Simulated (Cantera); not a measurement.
## Stirred combustor or abatement burner

A perfectly stirred reactor is fed with CH₄ : O₂ : N₂ = 1 : 1.33 : 5.01 (molar parts), equivalence ratio 1.5, at 32000 Pa; it is adiabatic with a 650 K inlet, and is followed from long to short residence time, starting on the burning branch (τ in s: 0.043, 0.016, 0.0059, 0.0022, 0.0008, 0.0003, 0.00011, 4.1e-05, 1.5e-05, 5.6e-06).

Cantera simulation using GRI-Mech 3.0 (53 species, 325 reactions); the numbers are that mechanism's predictions, not measurements.

```tsv
τ (s)	T (K)	x CH₄	x O₂	x NO₂	x N₂O	x CH₂CO
0.043	2112	6.11e-5	0.000208	1.53e-9	2.11e-8	8.22e-8
0.016	2103	0.000122	0.000419	1.54e-9	3.81e-8	2.27e-7
0.0059	2093	0.000278	0.000925	1.50e-9	6.85e-8	8.26e-7
0.0022	2077	0.000674	0.00221	1.36e-9	9.10e-8	3.29e-6
0.00080	2037	0.00175	0.00584	1.18e-9	5.62e-8	1.28e-5
0.00030	650	0.136	0.181	<1e-12	<1e-12	<1e-12
0.00011	650	0.136	0.181	<1e-12	<1e-12	<1e-12
4.1e-5	650	0.136	0.181	<1e-12	<1e-12	<1e-12
1.5e-5	650	0.136	0.181	<1e-12	<1e-12	<1e-12
5.6e-6	650	0.136	0.181	<1e-12	<1e-12	<1e-12
```
x: mole fraction; the columns are a selection and need not sum to one.
